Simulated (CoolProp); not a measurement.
Vapour-liquid equilibrium of R22 (1) + R152A (2) at 1.65 °C; x and y are mole fractions of (1).

The numbers come from the multi-fluid Helmholtz-energy mixture model, Kamei 1995 and Outcalt 1996; pair parameters Bell 2016 in CoolProp.

```csv
x,"bubble pressure, mixture model (MPa)","bubble pressure, Raoult's law (MPa)","y, mixture model","y, Raoult's law"
0.05,0.2890,0.2923,0.077,0.090
0.15,0.3077,0.3168,0.221,0.249
0.25,0.3276,0.3413,0.352,0.385
0.35,0.3488,0.3658,0.472,0.503
0.45,0.3717,0.3904,0.582,0.606
0.55,0.3962,0.4149,0.681,0.696
0.65,0.4224,0.4394,0.770,0.777
0.75,0.4503,0.4640,0.848,0.849
0.85,0.4795,0.4885,0.916,0.914
0.95,0.5099,0.5130,0.975,0.973
```

The largest gap from Raoult's law is -4.8 % in bubble pressure, at x = 0.45. No azeotrope shows between x = 0.05 and 0.95.

Pair parameters are fitted to limited data, so mixtures are less certain than the pure fluids.
